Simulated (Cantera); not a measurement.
Input (Python, Cantera) and output of one run.

```python
import numpy as np
import cantera as ct

gas_names = """
    CL CLO CL2 H HCL HOCL HO2 H2 H2O H2O2 O OH O2 O3 Si SiCL SiCL2 SiCL3 SiCL4 SiH SiHCL3 SiH2 SiH2CL2
    SiH3 SiH3CL SiH4 SiO SiO2 Si2 Si3
""".split()
cond_names = """
    H2O(s) H2O(L) Si(cr) Si(L) SiO2(Lqz) SiO2(hqz) SiO2(L)
""".split()


# ... load() reads the species with a 1 bar reference pressure and builds the phases ...
atoms = {
    'Si': {'Si': 1},
    'H2O': {'H': 2, 'O': 1},
    'HCl': {'H': 1, 'CL': 1},
}
top_T = {}  # K; cautious upper limits of use, not melting points


# ... equilibrate(T, P, feed) seeds the gas with the atoms and calls Mixture.equilibrate('TP', solver="vcs", rtol=1e-11, max_steps=5000) ...
results = []
feed = {'Si': 1, 'H2O': 2.1, 'HCl': 2.5}  # mol
P = 13332.2  # Pa
for T in [800, 850, 900, 950, 1000, 1050, 1100, 1150, 1200, 1250, 1300, 1350, 1400, 1450]:
    mix = equilibrate(T, P, feed)
    results.append((T, P, feed, dict(zip(mix.species_names, mix.species_moles))))

top = {s: max(r[3][s] / sum(r[3][g] for g in gas_names) for r in results) for s in gas_names}
cols = sorted((s for s in top if top[s] > 0.0001), key=lambda s: -top[s])[:8]
seen = [c for c in cond_names if any(r[3].get(c, 0) > 1e-12 for r in results)]
print("log10 of partial pressures in bar; condensed amounts in mol")
print(f"{'T/K':>10s}" + "".join(f"{s[:9]:>10s}" for s in cols + seen))
for T, P, feed, n in results:
    ng = sum(n[g] for g in gas_names)
    print(f"{T:10.4g}" + "".join(f"{np.log10(max(n[s] / ng * P / 1e5, 1e-99)):10.3f}" for s in cols)
          + "".join(f"{n.get(c, 0):10.4g}" for c in seen))
```

Output:

```
log10 of partial pressures in bar; condensed amounts in mol
       T/K       HCL        H2       H2O SiO2(Lqz) SiO2(hqz)
       800    -1.140    -1.237    -2.538         1         0
       850    -1.140    -1.237    -2.538         0         1
       900    -1.140    -1.237    -2.538         0         1
       950    -1.140    -1.237    -2.538         0         1
      1000    -1.140    -1.237    -2.538         0         1
      1050    -1.140    -1.237    -2.538         0         1
      1100    -1.140    -1.237    -2.538         0         1
      1150    -1.140    -1.237    -2.538         0         1
      1200    -1.140    -1.237    -2.538         0         1
      1250    -1.140    -1.237    -2.538         0         1
      1300    -1.140    -1.237    -2.538         0         1
      1350    -1.140    -1.237    -2.538         0         1
      1400    -1.140    -1.237    -2.538         0         1
      1450    -1.140    -1.237    -2.538         0         1
```

These are equilibrium values from Cantera (NASA tables, ideal gas, pure condensed phases), not measurements of a reactor. The tables hold silica as quartz up to 1696 K and as liquid above; real silica turns to tridymite and cristobalite and melts near 1996 K.
